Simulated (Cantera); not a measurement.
What does this Cantera script print?

```python
import numpy as np
import cantera as ct

gas_names = [...]  # 109 gases of nasa_gas.yaml made of C, Cl, H, Si
cond_names = """
    C(gr) C6H6(L) C7H8(L) C8H18(L),n-octa Si(cr) Si(L) SiC(b)
""".split()


# ... load() reads the species with a 1 bar reference pressure and builds the phases ...
atoms = {
    'SiHCl3': {'Si': 1, 'H': 1, 'CL': 3},
    'CH4': {'C': 1, 'H': 4},
    'H2': {'H': 2},
    'C2H2': {'C': 2, 'H': 2},
}
top_T = {'C(gr)': 4500, 'SiC(b)': 3050}  # K; cautious upper limits of use, not melting points


# ... equilibrate(T, P, feed) seeds the gas with the atoms and calls Mixture.equilibrate('TP', solver="vcs", rtol=1e-11, max_steps=5000) ...
results = []
T = 1023  # K
P = 10000  # Pa
for m in [120, 150, 190, 240, 290, 360, 450, 560, 690, 860, 1100, 1300]:
    feed = {'SiHCl3': 1, 'CH4': 0.014, 'H2': m, 'C2H2': 0.046}  # mol
    mix = equilibrate(T, P, feed)
    results.append((T, P, feed, dict(zip(mix.species_names, mix.species_moles))))

top = {s: max(r[3][s] / sum(r[3][g] for g in gas_names) for r in results) for s in gas_names}
cols = sorted((s for s in top if top[s] > 0.001), key=lambda s: -top[s])[:8]
seen = [c for c in cond_names if any(r[3].get(c, 0) > 1e-12 for r in results)]
print("log10 of partial pressures in bar; condensed amounts in mol")
print(f"{'n(H2)':>10s}" + "".join(f"{s[:9]:>10s}" for s in cols + seen))
for T, P, feed, n in results:
    ng = sum(n[g] for g in gas_names)
    print(f"{feed['H2']:10.4g}" + "".join(f"{np.log10(max(n[s] / ng * P / 1e5, 1e-99)):10.3f}" for s in cols)
          + "".join(f"{n.get(c, 0):10.4g}" for c in seen))
```

Output:

```
log10 of partial pressures in bar; condensed amounts in mol
     n(H2)        H2       HCL     SiCL4    SiHCL3    Si(cr)    SiC(b)
       120    -1.006    -3.007    -3.677    -3.749    0.3642    0.1056
       150    -1.005    -3.046    -3.835    -3.867    0.4081    0.1055
       190    -1.005    -3.091    -4.015    -4.002    0.4596    0.1053
       240    -1.004    -3.139    -4.209    -4.147    0.5146    0.1052
       290    -1.003    -3.181    -4.379    -4.274    0.5612     0.105
       360    -1.003    -3.234    -4.591    -4.433     0.615    0.1047
       450    -1.002    -3.294    -4.832    -4.614     0.669    0.1044
       560    -1.002    -3.359    -5.092    -4.808    0.7179     0.104
       690    -1.002    -3.426    -5.363    -5.011    0.7588    0.1036
       860    -1.001    -3.503    -5.671    -5.242    0.7947    0.1029
      1100    -1.001    -3.595    -6.039    -5.518    0.8257    0.1021
      1300    -1.001    -3.660    -6.300    -5.714     0.842    0.1014
```

These are equilibrium values from Cantera (NASA tables, ideal gas, pure condensed phases), not measurements of a reactor. Mutual solubility and eutectic melting of coexisting phases are not modelled. The tables' values for SiCl3 are old estimates; treat these amounts as uncertain.
